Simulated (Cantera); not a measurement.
Feed: 1 mol CF₄, 2.2 mol H₂, at 2848.15 K.

These are equilibrium values from Cantera (NASA tables, ideal gas, pure condensed phases), not measurements of a reactor. Candidate condensed phases: C, C₆H₆, C₇H₈, C₈H₁₈; 95 gas species. The numbers say what is thermodynamically allowed, not how fast it happens.

x: gas mole fraction; n: condensed amount in mol.

```tsv
P (Pa)	x HF	x H	x F	x C	x C₃	x H₂	x CF	n C(graphite)
1	0.0422	0.451	0.404	0.0920	0.00325	0.000218	0.00279	0
3.60	?	0.419	?	?	?	?	?	0
13	0.292	0.345	0.281	0.0344	0.0289	0.00166	0.00944	0
46	0.486	0.253	0.181	0.0169	0.0424	0.00314	0.0105	0
170	0.670	0.173	0.0987	0.00650	0.0332	0.00543	0.00818	0.353
600	0.805	0.119	0.0487	0.00184	0.00942	0.00914	0.00404	0.819
2200	0.876	0.0808	0.0213	0.000503	0.00257	0.0154	0.00177	0.943
7700	0.910	0.0534	0.00958	0.000144	0.000734	0.0235	0.000794	0.974
28000	0.929	?	?	?	?	?	?	0.983
100000	0.940	0.0187	0.00217	1.11e-5	5.65e-5	0.0375	0.000180	0.984
```

Task: Some entries are withheld; supply them.

Result: 
- 3.60, x HF: 0.127
- 3.60, x F: 0.364
- 3.60, x C: 0.0633
- 3.60, x C₃: 0.0138
- 3.60, x H₂: 0.000675
- 3.60, x CF: 0.00622
- 28000, x H: 0.0325
- 28000, x F: 0.00442
- 28000, x C: 3.95e-5
- 28000, x C₃: 0.000202
- 28000, x H₂: 0.0316
- 28000, x CF: 0.000367
